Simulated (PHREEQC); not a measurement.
Dissolve 0.0052 mol KOH per kg of water at 25 °C. Closed to the air; pH follows from the charge balance.

Computed with PHREEQC (ion-association model, phreeqc.dat).

Precipitation was switched off in this run.

Problem. Predict the pH, specific conductance.

Solution. pH 11.68; specific conductance 1340 µS/cm.
